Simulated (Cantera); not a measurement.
Feed: 1 mol Cu2O, 1.1 mol CH4, 0.74 mol CO, equilibrated at 1823.15 K and 0.0100 bar.

Equilibrium computed with Cantera from the NASA thermochemical tables; the gas is ideal and each condensed phase is pure. Candidate condensed phases: C, C6H6, C7H8, C8H18, Cu, CuO, Cu(OH)2, Cu2O, H2O; 113 gas species. Kinetics and transport are ignored.

Base state: H2 0.516, CO 0.410, Cu 0.0705, H 0.00312, Cu2 0.000149, C2H2 (acetylene) 0.000109 (mole fractions); condensed: C(graphite) + Cu(l).

Task: What changes in the equilibrium state with this change: 0.056 mol O2 added?

Result: 
```json
[
 {"species": "H2", "before": "0.516", "after": "0.501"},
 {"species": "CO", "before": "0.410", "after": "0.422"},
 {"species": "Cu", "before": "0.0705", "after": "0.0705"},
 {"species": "H2O", "before": "5.39e-7", "after": "0.00227"},
 {"species": "C2H2 (acetylene)", "before": "0.000109", "after": "<1e-9"},
 {"species": "CO2", "before": "1.09e-7", "after": "0.000488"},
 {"species": "C(graphite), mol", "before": "0.0991", "after": "0"},
 {"species": "Cu(l), mol", "before": "1.70", "after": "1.69"}
]
```

Task: What changes in the equilibrium state with this change: pressure from 0.0100 bar to 0.00130 bar?

Result: 
```tsv
species	before	after
H2	0.516	0.365
Cu	0.0705	0.335
CO	0.410	0.292
Cu2	0.000149	0.000437
H	0.00312	0.00727
C2H2 (acetylene)	0.000109	7.73e-5
C(graphite), mol	0.0991	0.0991
Cu(l), mol	1.70	0
```

Task: What changes in the equilibrium state with this change: temperature from 1823.15 K to 2325 K?

Result: 
```tsv
species	before	after
H2	0.516	0.326
Cu	0.0705	0.326
CO	0.410	0.284
H	0.00312	0.0628
C2H	6.37e-9	1.48e-5
C2H2 (acetylene)	0.000109	0.00159
Cu2	0.000149	0.000195
C(graphite), mol	0.0991	0.0801
Cu(l), mol	1.70	0
```
